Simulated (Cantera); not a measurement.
**Transport properties of process gases**

Gas mixture: 51.8 % CO₂, 48.2 % C₂H₂, at 0.518 Torr, frozen composition.

Cantera's kinetic-theory transport with the Lennard-Jones parameters of GRI-Mech 3.0, ideal gas; thermal conductivity in the multicomponent form. The composition is frozen, though it would react at the higher temperatures.

```tsv
T (K)	ρ (kg/m³)	cp (J/kg/K)	μ (µPa s)	λ (mW/m/K)	Pr	D (cm²/s) N₂	D (cm²/s) H₂	D (cm²/s) CH₄
400	0.000733	1290	17.0	30.0	0.732	401	1550	435
550	0.000533	1445	22.3	43.9	0.733	703	2680	770
700	0.000419	1557	26.9	57.1	0.733	1070	4020	1170
850	0.000345	1646	31.1	69.9	0.732	1480	5560	1640
1000	0.000293	1722	34.9	82.2	0.732	1950	7290	2160
1150	0.000255	1783	38.5	94.0	0.731	2470	9200	2740
```
D: mixture-averaged diffusion coefficient of that species in the mixture.
